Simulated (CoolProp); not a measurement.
200 sccm (0 °C, 1 atm) of nitrogen bubbles through liquid the fluoroketone C6F12O (FK-5-1-12) at 298.7 K and leaves saturated at a total pressure of 0.15 MPa (ideal gas phase). Each further row changes one setting.

Computed with CoolProp (reference Helmholtz-energy equation of state, McLinden 2015).

```json
[
 {"case": "as stated", "vapour pressure (kPa)": "41.3", "mole fraction of vapour": "0.276", "delivery (mg/min)": "?", "delivery (sccm)": "76.1", "change of delivery for a bath 1 K warmer (%)": "6.0"},
 {"case": "bath temperature 303.7 K", "vapour pressure (kPa)": "?", "mole fraction of vapour": "?", "delivery (mg/min)": "?", "delivery (sccm)": "102", "change of delivery for a bath 1 K warmer (%)": "?"},
 {"case": "total pressure 0.3 MPa", "vapour pressure (kPa)": "41.3", "mole fraction of vapour": "0.138", "delivery (mg/min)": "451", "delivery (sccm)": "?", "change of delivery for a bath 1 K warmer (%)": "5.0"}
]
```

Q: Some entries are withheld; supply them.

A: 
- as stated, delivery (mg/min): 1070
- bath temperature 303.7 K, vapour pressure (kPa): 50.8
- bath temperature 303.7 K, mole fraction of vapour: 0.338
- bath temperature 303.7 K, delivery (mg/min): 1440
- bath temperature 303.7 K, change of delivery for a bath 1 K warmer (%): 6.3
- total pressure 0.3 MPa, delivery (sccm): 32.0
